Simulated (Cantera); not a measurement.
What does this Cantera script print?

```python
import numpy as np
import cantera as ct

gas = ct.Solution("gri30.yaml")
gas.TPX = 1450, 1000000, {'H2': 1, 'O2': 0.794, 'N2': 7.94}
reactor = ct.IdealGasConstPressureReactor(gas, energy="on", clone=False)
net = ct.ReactorNet([reactor])
net.rtol, net.atol = 1e-08, 1e-16
show = ['H2', 'O2', 'O', 'NO2', 'HO2', 'OH']
times = np.geomspace(2e-06, 4, 15)

steps = ct.SolutionArray(gas, extra=["t"])
rows = []
print(f"{'t/s':>10s}{'T/K':>9s}{'P/Pa':>11s}" + "".join(f"{s:>11s}" for s in show))
for t in times:
    while net.time < t:
        t_next = net.step()
        steps.append(gas.state, t=t_next)
    rows.append([np.interp(t, steps.t, y) for y in (steps.T, steps.P, *steps(*show).X.T)])
    print(f"{t:10.3e}{rows[-1][0]:9.1f}{rows[-1][1]:11.4g}" + "".join(f"{x:11.3e}" for x in rows[-1][2:]))
rate = np.gradient(steps.T, steps.t)
print("integrator steps:", len(steps.t))
if steps.T.max() > steps.T[0] + 200:
    print(f"time of steepest temperature rise: {steps.t[rate.argmax()]:.4e} s")
gas.TPX = 1450, 1000000, {'H2': 1, 'O2': 0.794, 'N2': 7.94}
gas.equilibrate("HP")
print(f"equilibrium (HP): T = {gas.T:.1f} K  " + "  ".join(f"{s} {gas[s].X[0]:.3e}" for s in show))
```

Output:

```
       t/s      T/K       P/Pa         H2         O2          O        NO2        HO2         OH
 2.000e-06   1450.2      1e+06  1.026e-01  8.149e-02  1.125e-05  3.250e-15  2.534e-05  9.326e-06
 5.638e-06   1996.2      1e+06  7.389e-03  3.181e-02  5.525e-03  4.776e-08  4.820e-05  8.179e-03
 1.589e-05   2148.5      1e+06  1.048e-03  3.111e-02  6.791e-04  1.180e-07  7.875e-06  3.575e-03
 4.480e-05   2167.0      1e+06  2.424e-04  3.138e-02  1.641e-04  8.660e-08  2.715e-06  1.818e-03
 1.263e-04   2168.7      1e+06  1.804e-04  3.143e-02  1.248e-04  7.963e-08  2.355e-06  1.592e-03
 3.560e-04   2168.7      1e+06  1.801e-04  3.142e-02  1.246e-04  9.362e-08  2.353e-06  1.591e-03
 1.003e-03   2168.6      1e+06  1.801e-04  3.141e-02  1.245e-04  1.331e-07  2.352e-06  1.590e-03
 2.828e-03   2168.5      1e+06  1.800e-04  3.138e-02  1.243e-04  2.435e-07  2.349e-06  1.589e-03
 7.973e-03   2168.0      1e+06  1.798e-04  3.129e-02  1.238e-04  5.471e-07  2.340e-06  1.585e-03
 2.247e-02   2166.9      1e+06  1.792e-04  3.104e-02  1.224e-04  1.343e-06  2.318e-06  1.574e-03
 6.335e-02   2164.4      1e+06  1.779e-04  3.049e-02  1.193e-04  3.142e-06  2.266e-06  1.551e-03
 1.786e-01   2160.6      1e+06  1.760e-04  2.966e-02  1.148e-04  5.765e-06  2.192e-06  1.516e-03
 5.034e-01   2158.7      1e+06  1.751e-04  2.925e-02  1.126e-04  7.058e-06  2.155e-06  1.499e-03
 1.419e+00   2158.6      1e+06  1.750e-04  2.923e-02  1.125e-04  7.123e-06  2.153e-06  1.498e-03
 4.000e+00   2158.6      1e+06  1.750e-04  2.923e-02  1.125e-04  7.123e-06  2.153e-06  1.498e-03
integrator steps: 1317
time of steepest temperature rise: 3.9443e-06 s
equilibrium (HP): T = 2158.6 K  H2 1.750e-04  O2 2.923e-02  O 1.125e-04  NO2 7.123e-06  HO2 2.153e-06  OH 1.498e-03
```

Cantera simulation using GRI-Mech 3.0 (53 species, 325 reactions); the numbers are that mechanism's predictions, not measurements. The hydrogen kinetics of GRI-Mech 3.0 are dated; newer H2 mechanisms differ, most at raised pressure.
